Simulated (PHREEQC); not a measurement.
A column of 0.2 m (30 cells, dispersivity 0.01 m, 720 s a shift, diffusion coefficient 3e-10 m²/s) holds 0.012 eq of the database's cation exchanger X per kg of pore water, first in equilibrium with 91 mmol/kgw NH4Cl, 66 mmol/kgw Na2SO4, 4.2 mmol/kgw CaCl2 and 0.01 mmol/kgw HCl. It is flushed with 0.0051 mol/kgw (NH4)2SO4 and 1e-05 mol/kgw HCl, at 40 °C. Values are for the last cell. The system is closed to CO2. Precipitation was switched off in this run.

The numbers come from PHREEQC with the ion-association model, phreeqc.dat.

```
pore volumes  Na in solution (mol/kgw)  Cl in solution (mol/kgw)  Ca in solution (mol/kgw)  S in solution (mol/kgw)  NH4 in solution (mol/kgw)  NaX on the exchanger (mol/kgw)  NH4X on the exchanger (mol/kgw)
------------  ------------------------  ------------------------  ------------------------  -----------------------  -------------------------  ------------------------------  -------------------------------
0                                0.132                    0.0994                   0.00420                   0.0660                     0.0910                         0.00318                          0.00781
0.35                             0.132                    0.0994                   0.00420                   0.0660                     0.0910                         0.00318                          0.00781
0.5167                           0.129                    0.0972                   0.00406                   0.0646                     0.0892                         0.00317                          0.00781
0.6833                           0.114                    0.0853                   0.00339                   0.0573                     0.0795                         0.00312                          0.00781
1.017                           0.0567                    0.0415                   0.00124                   0.0305                     0.0432                         0.00285                          0.00784
1.35                            0.0199                    0.0131                  0.000256                   0.0131                     0.0190                         0.00233                          0.00815
1.517                           0.0115                   0.00673                  0.000121                  0.00922                     0.0135                         0.00196                          0.00848
1.683                          0.00676                   0.00332                   6.97e-5                  0.00713                     0.0107                         0.00152                          0.00889
2.017                          0.00250                  0.000748                   4.47e-5                  0.00555                    0.00925                        0.000703                          0.00968
2.35                          0.000888                  0.000164                   4.42e-5                  0.00519                    0.00957                        0.000252                           0.0101
2.517                         0.000514                   7.89e-5                   4.52e-5                  0.00514                    0.00975                        0.000145                           0.0102
2.683                         0.000293                   4.07e-5                   4.62e-5                  0.00512                    0.00988                         8.18e-5                           0.0103
3.017                          9.21e-5                   1.60e-5                   4.75e-5                  0.00510                     0.0100                         2.54e-5                           0.0103
3.35                           2.81e-5                   1.11e-5                   4.83e-5                  0.00510                     0.0101                         7.72e-6                           0.0103
3.517                          1.54e-5                   1.05e-5                   4.87e-5                  0.00510                     0.0101                         4.23e-6                           0.0103
3.683                          8.42e-6                   1.02e-5                   4.90e-5                  0.00510                     0.0101                         2.31e-6                           0.0103
4.017                          2.49e-6                   1.00e-5                   4.95e-5                  0.00510                     0.0101                         6.82e-7                           0.0103
4.35                           7.32e-7                   1.00e-5                   5.00e-5                  0.00510                     0.0101                         2.00e-7                           0.0103
4.517                          3.96e-7                   1.00e-5                   5.02e-5                  0.00510                     0.0101                         1.08e-7                           0.0103
4.683                          2.14e-7                   1.00e-5                   5.05e-5                  0.00510                     0.0101                         5.84e-8                           0.0103
5.017                          6.22e-8                   1.00e-5                   5.09e-5                  0.00510                     0.0101                         1.70e-8                           0.0103
```

Constants without temperature data keep their 25 °C values here.
